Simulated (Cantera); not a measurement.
A perfectly stirred reactor is fed with CH₄ : H₂ : O₂ : N₂ = 1 : 1.2 : 1.86 : 7.06 (molar parts), at 220000 Pa; it is adiabatic with a 573 K inlet, and is followed from long to short residence time, starting on the burning branch (τ in s: 0.06, 0.033, 0.018, 0.01, 0.0055, 0.0031, 0.0017, 0.00093, 0.00051, 0.00028, 0.00016, 8.7e-05, 4.8e-05).

Cantera simulation using GRI-Mech 3.0 (53 species, 325 reactions); the numbers are that mechanism's predictions, not measurements.

One state of this run: T (K) = 2159; x CH₄ = 0.000338; x H₂ = 0.0720; x O₂ = 0.00212; x CO = 0.0578; x C₂H₂ = 2.55e-5; x NO = 0.000278; x C₂H₄ = 1.71e-6. x: mole fraction; the columns are a selection and need not sum to one.

### Question
Which value of τ (s) does it belong to?
A. 0.0055
B. 0.00028
C. 0.033
D. 0.0017

### Answer
B, 0.00028
